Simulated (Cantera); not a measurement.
**Thermodynamics of silicon etching in halogen gases, feed Si + SF6 + N2**

Feed: 1 mol Si, 2.9 mol SF6, 48 mol N2, equilibrated at 1000 °C.

Cantera equilibrium calculation (NASA polynomials, part measured and part estimated; ideal gas, pure solids and liquids). Candidate condensed phases: S, Si, Si3N4; 29 gas species. The tables' values for SF3, SF5, S2F2 (SSF2) are old estimates; treat these amounts as uncertain. Rates play no part.

| P (Pa) | x N2 | x F | x SF4 | x SF2 | x SiF4 | x SF6 | x SF3 |
|---|---|---|---|---|---|---|---|
| 1 | 0.821 | 0.112 | 0.00702 | 0.0390 | 0.0171 | 6.93e-7 | 0.00356 |
| 6.80 | 0.866 | 0.0632 | 0.0346 | 0.0131 | 0.0180 | 4.99e-5 | 0.00459 |
| 46 | 0.892 | 0.0357 | 0.0498 | 0.00130 | 0.0186 | 0.00105 | 0.00173 |
| 320 | 0.910 | 0.0161 | 0.0450 | 0.000119 | 0.0190 | 0.00935 | 0.000497 |
| 2200 | 0.922 | 0.00326 | 0.0394 | 5.38e-5 | 0.0192 | 0.0158 | 0.000314 |
| 15000 | 0.924 | 0.000507 | 0.0382 | 4.64e-5 | 0.0193 | 0.0173 | 0.000287 |
| 100000 | 0.925 | 7.67e-5 | 0.0380 | 4.54e-5 | 0.0193 | 0.0175 | 0.000283 |
x: gas mole fraction; nothing condenses.

From 1.00 Pa to 100000 Pa nothing is condensed. The main Si-bearing gas is SiF4 throughout.
